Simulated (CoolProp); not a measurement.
Properties of propylene along the isobar 2930 kPa (Tc = 364.2 K, pc = 4555 kPa, ω = 0.146).

The numbers come from the reference Helmholtz-energy equation of state, Lemmon 2013 in CoolProp.

```tsv
T (K)	phase	Z	conductivity (mW/(m K))
295.4	liquid	0.09715	115
304.4	liquid	0.09721	110
313.3	liquid	0.09773	105
322.2	liquid	0.09889	100
331.1	liquid	0.1010	94.9
349	gas	0.6635	31.3
357.9	gas	0.7056	31.0
366.8	gas	0.7382	31.3
375.8	gas	0.7650	31.9
384.7	gas	0.7873	32.6
393.6	gas	0.8064	33.5
```

Thermal conductivity comes from a separate model (Huber 2003), an estimate that may be off by 10 % or more.
